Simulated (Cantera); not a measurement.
An isothermal, constant-pressure homogeneous reactor starts with 3.19 % H2, 96.7 % O2, 0.155 % H2O, at 948 K and 0.0267 bar.

Detailed kinetics in Cantera: the H2/O2 subset of GRI-Mech 3.0, which has no nitrogen chemistry. Radical loss at walls, strong at low pressure, is not modelled. Below about 950 K walls govern HO2 and H2O2 in real vessels.

x: mole fraction; the columns are a selection and need not sum to one.

```
t (s)         x H2   x O2       x O       x H    x H2O2
--------  --------  -----  --------  --------  --------
4.00e-5     0.0319  0.967    <1e-12  4.48e-12    <1e-12
0.000172    0.0319  0.967  1.35e-11  1.59e-11    <1e-12
0.000739    0.0319  0.967  2.89e-10  1.52e-10    <1e-12
0.00317     0.0319  0.967   1.07e-6         ?  8.20e-12
0.0136    0.000598  0.963   0.00294         ?   2.47e-7
0.0586     2.78e-5  0.966  0.000177         ?   9.23e-8
0.252      2.03e-6  0.966   1.18e-5         ?   3.94e-8
1.08       1.09e-7  0.966   1.10e-6         ?   1.18e-8
4.65       5.03e-9  0.966   1.53e-7  1.45e-10   3.07e-9
20.0      6.24e-10  0.966   2.77e-8  1.11e-11  7.84e-10
```

### Question
Some entries are withheld; supply them.

### Answer

- 0.00317, x H: 5.13e-7
- 0.0136, x H: 0.000639
- 0.0586, x H: 5.60e-6
- 0.252, x H: 9.78e-8
- 1.08, x H: 2.82e-9
